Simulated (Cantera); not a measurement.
Cantera run, input and output.

```python
import numpy as np
import cantera as ct

gas = ct.Solution("gri30.yaml")
gas.TPX = 1998, 13332, {'C2H6': 1, 'N2': 22}
inlet = ct.Reservoir(gas, clone=True)

reactor = ct.IdealGasConstPressureReactor(gas, energy="off", clone=False)
exhaust = ct.Reservoir(gas, clone=True)
tau = [0.78, 0.47, 0.28, 0.16, 0.097, 0.058, 0.034, 0.02, 0.012, 0.0072][0]
for a, b in ((inlet, reactor), (reactor, exhaust)):
    ct.MassFlowController(a, b, mdot=lambda t: reactor.mass / tau)
net = ct.ReactorNet([reactor])
show = ['C2H6', 'H2', 'CH2', 'CH4', 'CH3']

rows = []
print(f"{'tau/s':>10s}{'T/K':>9s}" + "".join(f"{s:>11s}" for s in show))
for tau in [0.78, 0.47, 0.28, 0.16, 0.097, 0.058, 0.034, 0.02, 0.012, 0.0072]:
    net.initial_time = 0.0
    net.advance(30 * tau)
    before = gas.X
    net.advance(40 * tau)
    drift = np.max(np.abs(gas.X - before) / (gas.X + 1e-9))
    rows.append([gas.T, *gas[show].X, drift])
    print(f"{tau:10.3e}{gas.T:9.1f}" + "".join(f"{x:11.3e}" for x in gas[show].X))
```

Result:

```
     tau/s      T/K       C2H6         H2        CH2        CH4        CH3
 7.800e-01   1998.0  6.523e-07  7.845e-02  3.059e-06  5.027e-04  1.569e-04
 4.700e-01   1998.0  1.082e-06  7.820e-02  3.939e-06  6.473e-04  2.034e-04
 2.800e-01   1998.0  1.814e-06  7.786e-02  5.091e-06  8.349e-04  2.649e-04
 1.600e-01   1998.0  3.165e-06  7.740e-02  6.702e-06  1.093e-03  3.519e-04
 9.700e-02   1998.0  5.202e-06  7.687e-02  8.552e-06  1.383e-03  4.534e-04
 5.800e-02   1998.0  8.654e-06  7.618e-02  1.096e-05  1.750e-03  5.877e-04
 3.400e-02   1998.0  1.465e-05  7.529e-02  1.414e-05  2.218e-03  7.688e-04
 2.000e-02   1998.0  2.467e-05  7.418e-02  1.814e-05  2.780e-03  1.003e-03
 1.200e-02   1998.0  4.066e-05  7.286e-02  2.296e-05  3.421e-03  1.296e-03
 7.200e-03   1998.0  6.683e-05  7.124e-02  2.893e-05  4.164e-03  1.674e-03
```

Model: GRI-Mech 3.0 (53 species, 325 reactions), integrated in Cantera. GRI-Mech 3.0 stops at C3 and has no aromatics, soot or wall deposition, so with more carbon than oxygen in the feed, carbon stays in small species such as C2H2 where larger ones or solid carbon would form.
